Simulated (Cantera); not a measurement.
A closed system holds: 1 mol FeCl3, 1.7 mol H2, 0.73 mol HCl, at 0.290 bar.

Method: chemical equilibrium by Gibbs-energy minimisation in Cantera with the NASA 1993 tables (ideal gas, pure condensed phases). Candidate condensed phases: Fe, FeCl2, FeCl3; 11 gas species. Kinetics and transport are ignored.

### Question
Which condensed phases are stable at each of these points (T (°C)): 800, 900, 1000, 1100, 1200, 1300, 1400, 1500, 1600, 1700, 1800, 1900?

### Answer
| T (°C) | condensed phases | Fe condensed (%) |
|---|---|---|
| 800 | Fe(α) | 4.5 |
| 900 | Fe(α) | 0.9 |
| 1000 | gas only | 0.0 |
| 1100 | gas only | 0.0 |
| 1200 | gas only | 0.0 |
| 1300 | gas only | 0.0 |
| 1400 | gas only | 0.0 |
| 1500 | gas only | 0.0 |
| 1600 | gas only | 0.0 |
| 1700 | gas only | 0.0 |
| 1800 | gas only | 0.0 |
| 1900 | gas only | 0.0 |

From 800 °C to 900 °C the condensed part is Fe(α). From 1000 °C to 1900 °C nothing is condensed.
